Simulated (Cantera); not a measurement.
A freely propagating, adiabatic, planar premixed flame of 9.08 % CH4, 16.8 % O2, 74.1 % N2, equivalence ratio 1.1, unburnt at 350 K and 4.30 bar; mixture-averaged transport, grid criteria slope 0.08 and curve 0.16, no radiation.

Detailed kinetics in Cantera: GRI-Mech 3.0 (53 species, 325 reactions). Burning velocities carry a grid error of a few per cent, more on coarse grids.

Question: Predict: laminar burning velocity; thermal thickness; peak x(HO2); peak x(C2H).

Answer: 
```json
{
 "laminar_burning_velocity": "17.6 cm/s",
 "thermal_thickness": "0.217 mm",
 "peak x(HO2)": "0.000110",
 "peak x(C2H)": "2.31e-7"
}
```
